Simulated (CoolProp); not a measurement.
Vapour-liquid equilibrium of ethanol (1) + o-xylene (2) at 356.8 K; x and y are mole fractions of (1).

Computed with CoolProp (multi-fluid Helmholtz-energy mixture model, Schroeder 2014 and Zhou 2012; pair parameters Bell 2016).

| x | bubble pressure (MPa) | y at the bubble point | dew pressure at overall composition x (MPa) | liquid density (mol/L) |
|---|---|---|---|---|
| 0.05 | 0.04210 | 0.663 | 0.01537 | 7.965 |
| 0.15 | 0.07431 | 0.819 | 0.01716 | 8.378 |
| 0.25 | 0.08947 | 0.857 | 0.01941 | 8.845 |
| 0.35 | 0.09666 | 0.872 | 0.02233 | 9.378 |
| 0.45 | 0.1005 | 0.880 | 0.02629 | 9.992 |
| 0.55 | 0.1035 | 0.888 | 0.03193 | 10.70 |
| 0.65 | 0.1067 | 0.897 | 0.04061 | 11.54 |
| 0.75 | 0.1107 | 0.913 | 0.05564 | 12.52 |
| 0.85 | 0.1156 | 0.937 | 0.08646 | 13.68 |
| 0.95 | 0.1212 | 0.975 | 0.1178 | 15.07 |

No azeotrope shows between x = 0.05 and 0.95.

The pair parameters rest on a limited set of measurements; away from them the model extrapolates. With so large a gap from Raoult's law the liquid may split in two, which this calculation doesn't test in full.
